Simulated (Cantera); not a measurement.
Input: 1 mol SiHCl3, 8.9 mol NH3, 11 mol N2, held at 1373.15 K and 1200 Pa.

Equilibrium computed with Cantera from the NASA thermochemical tables; the gas is ideal and each condensed phase is pure. Candidate condensed phases: NH4Cl, Si, Si3N4; 28 gas species. The tables' values for SiCl3 are old estimates; treat these amounts as uncertain. Rates play no part.

What is the equilibrium state?


```json
{
  "x(N2)": "0.491",
  "x(H2)": "0.410",
  "x(HCl)": "0.0984",
  "x(SiCl2)": "0.000441",
  "x(SiCl3)": "4.52e-5",
  "x(SiCl4)": "2.15e-5",
  "x(H)": "1.95e-5",
  "x(SiHCl3)": "5.66e-6",
  "x(Cl)": "3.88e-6",
  "n(Si3N4(s))": "0.328 mol",
  "gas_amount": "30.14 mol",
  "log10 activity of Si(s) (absent)": "-2.19"
}
```
